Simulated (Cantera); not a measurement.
Charge: 1 mol BF3, 1.1 mol H2O, 2 mol N2, at 0.00150 bar.

These are equilibrium values from Cantera (NASA tables, ideal gas, pure condensed phases), not measurements of a reactor. Candidate condensed phases: B, BN, B2O3, B3O3H3, H2O; 62 gas species. The tables' values for BF2 are old estimates; treat these amounts as uncertain. Kinetics and transport are ignored.

log p: log10 of the partial pressure in bar; nothing condenses.

```json
[
 {"T (K)": "1325", "log p N2": "-3.21", "log p HF": "-3.31", "log p BOF": "-3.65", "log p H2O": "-4.06", "log p BF3": "-4.17", "log p H": "-9.37"},
 {"T (K)": "1425", "log p N2": "-3.22", "log p HF": "-3.27", "log p BOF": "-3.59", "log p H2O": "-4.26", "log p BF3": "-4.47", "log p H": "-8.58"},
 {"T (K)": "1525", "log p N2": "-3.23", "log p HF": "-3.24", "log p BOF": "-3.56", "log p H2O": "-4.42", "log p BF3": "-4.81", "log p H": "-7.89"},
 {"T (K)": "1625", "log p N2": "-3.23", "log p HF": "-3.23", "log p BOF": "-3.55", "log p H2O": "-4.52", "log p BF3": "-5.17", "log p H": "-7.27"},
 {"T (K)": "1725", "log p N2": "-3.23", "log p HF": "-3.23", "log p BOF": "-3.54", "log p H2O": "-4.58", "log p BF3": "?", "log p H": "?"},
 {"T (K)": "1825", "log p N2": "-3.23", "log p HF": "-3.23", "log p BOF": "-3.54", "log p H2O": "-4.62", "log p BF3": "-5.86", "log p H": "-6.22"},
 {"T (K)": "1925", "log p N2": "-3.23", "log p HF": "-3.23", "log p BOF": "-3.54", "log p H2O": "-4.67", "log p BF3": "-6.16", "log p H": "-5.78"},
 {"T (K)": "2025", "log p N2": "-3.23", "log p HF": "-3.23", "log p BOF": "-3.54", "log p H2O": "?", "log p BF3": "?", "log p H": "?"},
 {"T (K)": "2125", "log p N2": "-3.23", "log p HF": "-3.23", "log p BOF": "-3.54", "log p H2O": "-4.84", "log p BF3": "-6.59", "log p H": "-5.04"},
 {"T (K)": "2225", "log p N2": "-3.24", "log p HF": "-3.24", "log p BOF": "-3.54", "log p H2O": "-5.02", "log p BF3": "-6.68", "log p H": "-4.76"},
 {"T (K)": "2325", "log p N2": "-3.24", "log p HF": "-3.24", "log p BOF": "-3.55", "log p H2O": "-5.29", "log p BF3": "-6.65", "log p H": "-4.54"}
]
```

### Question
Complete the blanks.

### Answer

- 1725, log p BF3: -5.53
- 1725, log p H: -6.72
- 2025, log p H2O: -4.74
- 2025, log p BF3: -6.41
- 2025, log p H: -5.38
